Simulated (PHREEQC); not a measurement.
**Buffer: an equilibrium model**

Consider water at 92 °C with 0.036 mol/kgw KHCO3 and 0.002 mol/kgw Na2HPO4. Closed to the air; pH follows from the charge balance.

All values are PHREEQC results (ion-association model, phreeqc.dat), not measurements.

Each row changes one thing in this solution. No solid was allowed to form.

```
case                                pH  ionic strength (mol/kgw)  HCO3- (mol/kgw)  HPO4-2 (mol/kgw)  CO2 (mol/kgw)  CO3-2 (mol/kgw)
--------------------------------  ----  ------------------------  ---------------  ----------------  -------------  ---------------
as made                           8.02                    0.0420           0.0346           0.00183       0.000658         0.000479
temperature from 92 to 55 °C      8.07                    0.0421           0.0349           0.00182       0.000467         0.000506
KHCO3 from 0.036 to 0.18 mol/kgw  7.92                     0.188            0.173           0.00176        0.00349          0.00281
temperature from 92 to 50 °C      8.09                    0.0421           0.0350           0.00182       0.000450         0.000503
diluted 10-fold with water        8.04                   0.00421          0.00349          0.000183        7.24e-5          3.49e-5
```

Complexes and solids missing from the database can't appear. At this temperature some constants are extrapolated from 25 °C, and those without enthalpy data are left unchanged.
